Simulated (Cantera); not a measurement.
## Transport properties of process gases

Gas mixture: 7.38 % N2O, 92.6 % N2, at 1330 Pa, frozen composition.

Cantera's kinetic-theory transport with the Lennard-Jones parameters of GRI-Mech 3.0, ideal gas; thermal conductivity in the mixture-averaged form. The composition is frozen, though it would react at the higher temperatures.

| T (K) | ρ (kg/m³) | cp (J/kg/K) | μ (µPa s) | λ (mW/m/K) | Pr | D (cm²/s) CH4 | D (cm²/s) H2O | D (cm²/s) C2H2 |
|---|---|---|---|---|---|---|---|---|
| 400 | 0.0117 | 1038 | 22.1 | 32.2 | 0.712 | 27.8 | 29.3 | 20.8 |
| 550 | 0.00851 | 1066 | 27.7 | 41.7 | 0.708 | 48.3 | 53.3 | 36.5 |
| 700 | 0.00669 | 1101 | 32.7 | 50.9 | 0.706 | 72.9 | 82.6 | 55.3 |
| 850 | 0.00551 | 1142 | 37.2 | 59.9 | 0.710 | 101 | 117 | 77.0 |
| 1000 | 0.00468 | 1179 | 41.4 | 68.5 | 0.713 | 133 | 155 | 101 |
| 1150 | 0.00407 | 1205 | 45.4 | 76.9 | 0.712 | 168 | 198 | 128 |
| 1300 | 0.00360 | 1228 | 49.2 | 84.9 | 0.711 | 206 | 244 | 157 |
| 1450 | 0.00323 | 1248 | 52.8 | 92.7 | 0.711 | 247 | 294 | 189 |
| 1600 | 0.00293 | 1264 | 56.3 | 100 | 0.710 | 291 | 347 | 223 |
D: mixture-averaged diffusion coefficient of that species in the mixture.
